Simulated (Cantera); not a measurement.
An isothermal, constant-pressure homogeneous reactor starts with H2 : O2 : N2 = 1.5 : 1 : 6.5 (molar parts), at 823 K and 0.132 atm. Integrator tolerance rtol = 1e-08.

Model: the H2/O2 subset of GRI-Mech 3.0, which has no nitrogen chemistry, integrated in Cantera. Radical loss at walls, strong at low pressure, is not modelled. Below about 950 K walls govern HO2 and H2O2 in real vessels. The temperature is held fixed by assumption; the heat of reaction is taken as removed at once.

Question: What does this change do: pressure from 0.132 atm to 0.987 atm?

Answer: 
```csv
quantity,before,after
x(H2) at 7.00 s,0.0338 (gas-phase equilibrium <1e-12),0.165 (gas-phase equilibrium <1e-12)
x(O2) at 7.00 s,0.0467 (gas-phase equilibrium 0.0303),0.110 (gas-phase equilibrium 0.0303)
x(H2O2) at 7.00 s,7.28e-5 (gas-phase equilibrium 2.09e-12),0.000249 (gas-phase equilibrium 5.73e-12)
x(O) at 7.00 s,6.83e-9 (gas-phase equilibrium <1e-12),3.80e-10 (gas-phase equilibrium <1e-12)
x(H) at 7.00 s,3.75e-8 (gas-phase equilibrium <1e-12),4.11e-9 (gas-phase equilibrium <1e-12)
x(HO2) at 7.00 s,5.32e-6 (gas-phase equilibrium 5.70e-12),5.58e-6 (gas-phase equilibrium 9.44e-12)
```

Question: What does this change do: N2 6.5 to 58 parts?

Answer: 
```tsv
quantity	before	after
x(H2) at 7.00 s	0.0338 (gas-phase equilibrium <1e-12)	0.000118 (gas-phase equilibrium <1e-12)
x(O2) at 7.00 s	0.0467 (gas-phase equilibrium 0.0303)	0.00424 (gas-phase equilibrium 0.00418)
x(H2O2) at 7.00 s	7.28e-5 (gas-phase equilibrium 2.09e-12)	4.85e-7 (gas-phase equilibrium <1e-12)
x(O) at 7.00 s	6.83e-9 (gas-phase equilibrium <1e-12)	2.83e-8 (gas-phase equilibrium <1e-12)
x(H) at 7.00 s	3.75e-8 (gas-phase equilibrium <1e-12)	1.84e-8 (gas-phase equilibrium <1e-12)
x(HO2) at 7.00 s	5.32e-6 (gas-phase equilibrium 5.70e-12)	3.88e-7 (gas-phase equilibrium <1e-12)
```
